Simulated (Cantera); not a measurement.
## Low-pressure radical oxidation in H2/O2

An isothermal, constant-pressure homogeneous reactor starts with 0.147 % H2, 27.7 % O2, 72.1 % N2, equivalence ratio 0.0027, at 1025 K and 10.00 Torr.

Model: the H2/O2 subset of GRI-Mech 3.0, which has no nitrogen chemistry, integrated in Cantera. Radical loss at walls, strong at low pressure, is not modelled.

```
t (s)        x H2   x O2     x HO2    x H2O2     x H2O
--------  -------  -----  --------  --------  --------
0.000500  0.00147  0.277  3.87e-12    <1e-12    <1e-12
0.00139   0.00147  0.277  1.08e-11    <1e-12  1.37e-12
0.00387   0.00147  0.277  3.03e-11    <1e-12  1.56e-11
0.0108    0.00147  0.277  8.66e-11    <1e-12  1.96e-10
0.0300    0.00147  0.277  3.52e-10    <1e-12   8.18e-9
0.0834    0.00140  0.277   4.04e-7  7.29e-10   5.58e-5
0.232     5.26e-6  0.276   3.31e-7   3.34e-9   0.00142
0.646     1.62e-6  0.277   2.16e-7   2.66e-9   0.00145
1.80      4.46e-7  0.277   1.13e-7   2.26e-9   0.00146
5.00      8.10e-8  0.277   4.36e-8   1.40e-9   0.00147
```
x: mole fraction; the columns are a selection and need not sum to one.

Equilibrium at this temperature and pressure: H2 4.41e-12, O2 0.277, HO2 6.97e-11, H2O2 <1e-12, H2O 0.00147 (gas phase only).
